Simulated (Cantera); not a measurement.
What does this Cantera script print?

```python
import numpy as np
import cantera as ct

gas = ct.Solution("gri30.yaml")
gas.TPX = 1600, 79000, {'H2': 1, 'O2': 0.385, 'N2': 1.45}
reactor = ct.IdealGasConstPressureReactor(gas, energy="on", clone=False)
net = ct.ReactorNet([reactor])
net.rtol, net.atol = 1e-08, 1e-16
show = ['H2', 'O2', 'NO', 'H', 'HO2', 'O']
times = np.geomspace(2e-06, 0.9, 14)

steps = ct.SolutionArray(gas, extra=["t"])
rows = []
print(f"{'t/s':>10s}{'T/K':>9s}{'P/Pa':>11s}" + "".join(f"{s:>11s}" for s in show))
for t in times:
    while net.time < t:
        t_next = net.step()
        steps.append(gas.state, t=t_next)
    rows.append([np.interp(t, steps.t, y) for y in (steps.T, steps.P, *steps(*show).X.T)])
    print(f"{t:10.3e}{rows[-1][0]:9.1f}{rows[-1][1]:11.4g}" + "".join(f"{x:11.3e}" for x in rows[-1][2:]))
rate = np.gradient(steps.T, steps.t)
print("integrator steps:", len(steps.t))
if steps.T.max() > steps.T[0] + 200:
    print(f"time of steepest temperature rise: {steps.t[rate.argmax()]:.4e} s")
gas.TPX = 1600, 79000, {'H2': 1, 'O2': 0.385, 'N2': 1.45}
gas.equilibrate("HP")
print(f"equilibrium (HP): T = {gas.T:.1f} K  " + "  ".join(f"{s} {gas[s].X[0]:.3e}" for s in show))
```

Output:

```
       t/s      T/K       P/Pa         H2         O2         NO          H        HO2          O
 2.000e-06   1600.0    7.9e+04  3.527e-01  1.358e-01  7.182e-15  4.073e-06  1.489e-06  4.611e-07
 5.444e-06   1600.1    7.9e+04  3.524e-01  1.357e-01  9.521e-13  1.722e-04  5.885e-06  2.007e-05
 1.482e-05   1813.9    7.9e+04  9.349e-02  2.399e-02  4.116e-06  1.398e-01  1.056e-05  2.365e-02
 4.033e-05   2246.7    7.9e+04  1.017e-01  1.583e-02  4.776e-05  9.560e-02  4.859e-06  1.865e-02
 1.098e-04   2631.1    7.9e+04  1.053e-01  1.027e-02  2.193e-04  6.029e-02  3.426e-06  1.154e-02
 2.988e-04   2860.8    7.9e+04  1.048e-01  6.743e-03  1.163e-03  4.136e-02  3.662e-06  7.123e-03
 8.132e-04   2877.8    7.9e+04  1.057e-01  6.069e-03  3.506e-03  3.937e-02  3.504e-06  6.449e-03
 2.213e-03   2874.0    7.9e+04  1.067e-01  5.771e-03  5.491e-03  3.905e-02  3.345e-06  6.200e-03
 6.025e-03   2873.6    7.9e+04  1.068e-01  5.741e-03  5.691e-03  3.902e-02  3.329e-06  6.175e-03
 1.640e-02   2873.6    7.9e+04  1.068e-01  5.741e-03  5.692e-03  3.902e-02  3.329e-06  6.175e-03
 4.463e-02   2873.6    7.9e+04  1.068e-01  5.741e-03  5.692e-03  3.902e-02  3.329e-06  6.175e-03
 1.215e-01   2873.6    7.9e+04  1.068e-01  5.741e-03  5.692e-03  3.902e-02  3.329e-06  6.175e-03
 3.307e-01   2873.6    7.9e+04  1.068e-01  5.741e-03  5.692e-03  3.902e-02  3.329e-06  6.175e-03
 9.000e-01   2873.6    7.9e+04  1.068e-01  5.741e-03  5.692e-03  3.902e-02  3.329e-06  6.175e-03
integrator steps: 1195
time of steepest temperature rise: 1.2309e-05 s
equilibrium (HP): T = 2873.6 K  H2 1.068e-01  O2 5.741e-03  NO 5.692e-03  H 3.902e-02  HO2 3.329e-06  O 6.175e-03
```

Computed with Cantera and GRI-Mech 3.0 (53 species, 325 reactions).
